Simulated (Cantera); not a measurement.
A Cantera script and its output.

```python
import numpy as np
import cantera as ct

gas = ct.Solution("gri30.yaml")
gas.TPX = 2600, 4400, {'CH4': 0.0024, 'H2': 1, 'CO2': 0.0038, 'H2O': 0.0092}
reactor = ct.IdealGasConstPressureReactor(gas, energy="off", clone=False)
net = ct.ReactorNet([reactor])
net.rtol, net.atol = 1e-08, 1e-18
show = ['CH4', 'H2', 'CO2', 'C2H4', 'H2O2']
times = np.geomspace(1e-05, 10, 12)

steps = ct.SolutionArray(gas, extra=["t"])
rows = []
print(f"{'t/s':>10s}{'T/K':>9s}{'P/Pa':>11s}" + "".join(f"{s:>11s}" for s in show))
for t in times:
    while net.time < t:
        t_next = net.step()
        steps.append(gas.state, t=t_next)
    rows.append([np.interp(t, steps.t, y) for y in (steps.T, steps.P, *steps(*show).X.T)])
    print(f"{t:10.3e}{rows[-1][0]:9.1f}{rows[-1][1]:11.4g}" + "".join(f"{x:11.3e}" for x in rows[-1][2:]))
rate = np.gradient(steps.T, steps.t)
print("integrator steps:", len(steps.t))
if steps.T.max() > steps.T[0] + 200:
    print(f"time of steepest temperature rise: {steps.t[rate.argmax()]:.4e} s")
gas.TPX = 2600, 4400, {'CH4': 0.0024, 'H2': 1, 'CO2': 0.0038, 'H2O': 0.0092}
gas.equilibrate("TP")
print(f"equilibrium (TP): T = {gas.T:.1f} K  " + "  ".join(f"{s} {gas[s].X[0]:.3e}" for s in show))
```

Output:

```
       t/s      T/K       P/Pa        CH4         H2        CO2       C2H4       H2O2
 1.000e-05   2600.0       4400  2.332e-03  9.847e-01  3.741e-03  8.931e-10  6.260e-15
 3.511e-05   2600.0       4400  2.310e-03  9.842e-01  3.732e-03  8.612e-09  3.640e-14
 1.233e-04   2600.0       4400  2.242e-03  9.824e-01  3.620e-03  6.951e-08  1.283e-13
 4.329e-04   2600.0       4400  2.029e-03  9.758e-01  2.531e-03  4.925e-07  3.163e-13
 1.520e-03   2600.0       4400  1.363e-03  9.579e-01  5.539e-05  1.601e-06  8.279e-13
 5.337e-03   2600.0       4400  2.276e-04  9.359e-01  8.244e-06  2.367e-07  1.928e-12
 1.874e-02   2600.0       4400  1.704e-05  9.087e-01  9.560e-06  8.519e-09  2.837e-12
 6.579e-02   2600.0       4400  4.524e-12  8.553e-01  9.594e-06  1.253e-18  5.762e-12
 2.310e-01   2600.0       4400  1.552e-12  8.194e-01  9.497e-06  4.312e-20  8.156e-12
 8.111e-01   2600.0       4400  1.502e-12  8.182e-01  9.494e-06  4.120e-20  8.239e-12
 2.848e+00   2600.0       4400  1.502e-12  8.182e-01  9.494e-06  4.120e-20  8.239e-12
 1.000e+01   2600.0       4400  1.502e-12  8.182e-01  9.494e-06  4.120e-20  8.239e-12
integrator steps: 1785
equilibrium (TP): T = 2600.0 K  CH4 1.584e-12  H2 8.182e-01  CO2 9.494e-06  C2H4 4.337e-20  H2O2 8.239e-12
```

Cantera simulation using GRI-Mech 3.0 (53 species, 325 reactions); the numbers are that mechanism's predictions, not measurements. Radical loss at walls, strong at low pressure, is not modelled.
